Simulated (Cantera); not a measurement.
Carbon deposition, reforming and gasification: C + NH3

A closed system holds: 1 mol C, 0.11 mol NH3, equilibrated at 8.20 bar.

Equilibrium computed with Cantera from the NASA thermochemical tables; the gas is ideal and each condensed phase is pure. Candidate condensed phases: C, C6H6, C7H8, C8H18; 92 gas species. Equilibrium is a limit: real reactors are often held back by kinetics, nucleation or transport.

```tsv
T (K)	x H2	x CH4	x N2	x NH3	x HCN	x C2H6	n C(graphite)
700	0.0871	0.530	0.382	0.00122	9.63e-10	1.40e-5	0.924
750	0.137	0.490	0.372	0.00129	5.53e-9	1.72e-5	0.928
800	0.200	0.439	0.360	0.00131	2.51e-8	1.94e-5	0.933
850	0.273	0.381	0.345	0.00128	9.38e-8	2.00e-5	0.939
900	0.352	0.317	0.329	0.00119	2.97e-7	1.91e-5	0.947
950	0.431	0.255	0.313	0.00107	8.20e-7	1.68e-5	0.955
1000	0.502	0.198	0.299	0.000930	2.01e-6	1.37e-5	0.964
1050	0.563	0.149	0.287	0.000788	4.47e-6	1.06e-5	0.971
1100	0.612	0.110	0.277	0.000657	9.16e-6	7.81e-6	0.978
1150	0.649	0.0807	0.270	0.000543	1.75e-5	5.62e-6	0.984
1200	0.676	0.0591	0.265	0.000448	3.15e-5	3.99e-6	0.988
1250	0.695	0.0436	0.261	0.000371	5.40e-5	2.83e-6	0.991
```
x: gas mole fraction; n: condensed amount in mol.

From 700 K to 1250 K the condensed part is C(graphite). The main C-bearing gas is CH4 throughout. The share of C in condensed phases is highest at 1250 K (99.1 %) and lowest at 700 K (92.4 %).
